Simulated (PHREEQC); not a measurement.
A column of 0.1 m (30 cells, dispersivity 0.0035 m, 60 s a shift, diffusion coefficient 3e-10 m²/s) holds 0.076 eq of the database's cation exchanger X per kg of pore water, first in equilibrium with 0.098 mol MgCl2, 0.011 mol MnCl2 and 1e-05 mol HCl per kg of water. It is flushed with 0.51 mmol/kgw ZnCl2, 3.8 mmol/kgw MnCl2, 64 mmol/kgw Na2SO4 and 0.01 mmol/kgw HCl, at 40 °C. Values are for the last cell. The system is closed to CO2. Precipitation was switched off in this run.

Base run: PHREEQC, ion-association model, phreeqc.dat. Each further column changes one thing. The table gives Na in solution (mol/kgw).

```json
[
 {"pore volumes": "0", "base": "0", "exchange capacity from 0.076 to 0.038 eq/kgw": "0", "dispersivity from 0.0035 to 0.007 m": "0"},
 {"pore volumes": "0.4167", "base": "1.11e-5", "exchange capacity from 0.076 to 0.038 eq/kgw": "(withheld)", "dispersivity from 0.0035 to 0.007 m": "0.000532"},
 {"pore volumes": "0.95", "base": "0.0294", "exchange capacity from 0.076 to 0.038 eq/kgw": "0.0415", "dispersivity from 0.0035 to 0.007 m": "0.0401"},
 {"pore volumes": "1.35", "base": "0.0716", "exchange capacity from 0.076 to 0.038 eq/kgw": "0.0898", "dispersivity from 0.0035 to 0.007 m": "0.0748"},
 {"pore volumes": "1.75", "base": "0.0984", "exchange capacity from 0.076 to 0.038 eq/kgw": "0.112", "dispersivity from 0.0035 to 0.007 m": "0.0964"},
 {"pore volumes": "2.283", "base": "0.115", "exchange capacity from 0.076 to 0.038 eq/kgw": "0.123", "dispersivity from 0.0035 to 0.007 m": "0.112"},
 {"pore volumes": "2.683", "base": "0.121", "exchange capacity from 0.076 to 0.038 eq/kgw": "0.126", "dispersivity from 0.0035 to 0.007 m": "(withheld)"},
 {"pore volumes": "3.083", "base": "0.124", "exchange capacity from 0.076 to 0.038 eq/kgw": "0.127", "dispersivity from 0.0035 to 0.007 m": "0.122"},
 {"pore volumes": "3.617", "base": "0.126", "exchange capacity from 0.076 to 0.038 eq/kgw": "0.128", "dispersivity from 0.0035 to 0.007 m": "(withheld)"},
 {"pore volumes": "4.017", "base": "0.127", "exchange capacity from 0.076 to 0.038 eq/kgw": "0.128", "dispersivity from 0.0035 to 0.007 m": "0.126"}
]
```

Task: Complete the blanks.

Result: 
- 0.4167, exchange capacity from 0.076 to 0.038 eq/kgw: 2.37e-5
- 2.683, dispersivity from 0.0035 to 0.007 m: 0.118
- 3.617, dispersivity from 0.0035 to 0.007 m: 0.125

At this temperature some constants are extrapolated from 25 °C, and those without enthalpy data are left unchanged.
